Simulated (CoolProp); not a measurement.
A single-stage vapour-compression cycle with R245ca: evaporating at 271.15 K (dew point), condensing at 317.15 K (bubble point), superheat 2 K, subcooling 0 K, compressor efficiency 0.75, no pressure losses. Each further row changes one setting.

The numbers come from the reference Helmholtz-energy equation of state, Zhou 2016 in CoolProp.

| case | cooling COP | pressure ratio | discharge temperature (K) | refrigerating effect (kJ/kg) | volumetric capacity (kJ/m³) |
|---|---|---|---|---|---|
| as stated | 3.63 | 6.41 | 325.3 | 158 | 293 |
| evaporating temperature 276.15 K | 4.25 | 5.04 | 324.0 | 162 | 376 |
| condensing temperature 312.15 K | 4.19 | 5.41 | 320.4 | 165 | 306 |
| subcooling 5 K | 3.79 | 6.41 | 325.3 | 165 | 306 |
| superheat 12 K | 3.68 | 6.41 | 335.7 | 166 | 297 |
| compressor efficiency 0.65 | 3.15 | 6.41 | 332.1 | 158 | 293 |
